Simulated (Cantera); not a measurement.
Transport properties of process gases

Gas mixture: CH₃OH : CO₂ = 0.69 : 0.9 (molar parts), at 0.825 Torr, frozen composition.

Cantera's kinetic-theory transport with the Lennard-Jones parameters of GRI-Mech 3.0, ideal gas; thermal conductivity in the mixture-averaged form. Polar gases are described roughly by these parameters.

```
T (K)  ρ (kg/m³)  cp (J/kg/K)  μ (µPa s)  λ (mW/m/K)     Pr  D (cm²/s) CH₃  D (cm²/s) N₂  D (cm²/s) CH₄
-----  ---------  -----------  ---------  ----------  -----  -------------  ------------  -------------
400      0.00128         1177       16.8        26.5  0.745            267           245            266
500      0.00103         1316       20.7        36.5  0.747            402           366            400
600     0.000856         1443       24.3        46.8  0.751            559           505            555
700     0.000734         1552       27.8        57.1  0.755            734           661            730
800     0.000642         1642       31.0        67.3  0.757            928           832            922
900     0.000571         1719       34.0        77.2  0.758           1140          1020           1130
```
D: mixture-averaged diffusion coefficient of that species in the mixture.
